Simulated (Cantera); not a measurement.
Feed: 1 mol CuO, 3.1 mol HF, a varied amount of H2, held at 26.0 Pa.

Cantera equilibrium calculation (NASA polynomials, part measured and part estimated; ideal gas, pure solids and liquids). Candidate condensed phases: Cu, CuF2, CuO, Cu(OH)2, Cu2O, H2O; 27 gas species. Mutual solubility and eutectic melting of coexisting phases are not modelled. Kinetics and transport are ignored.

What condenses at these points (T in °C, n(H2) in mol): (1175, 2); (1125, 0.52); (1075, 0.4); (1475, 1.2); (1175, 3.5); (1425, 0.3); (1325, 1.2)?


| T (°C) | n(H2) in mol | condensed phases | Cu condensed (%) |
|---|---|---|---|
| 1175 | 2 | Cu | 93.1 |
| 1125 | 0.52 | Cu + Cu2O | 85.2 |
| 1075 | 0.4 | Cu2O | 91.9 |
| 1475 | 1.2 | gas only | 0.0 |
| 1175 | 3.5 | Cu | 91.3 |
| 1425 | 0.3 | gas only | 0.0 |
| 1325 | 1.2 | Cu | 20.8 |
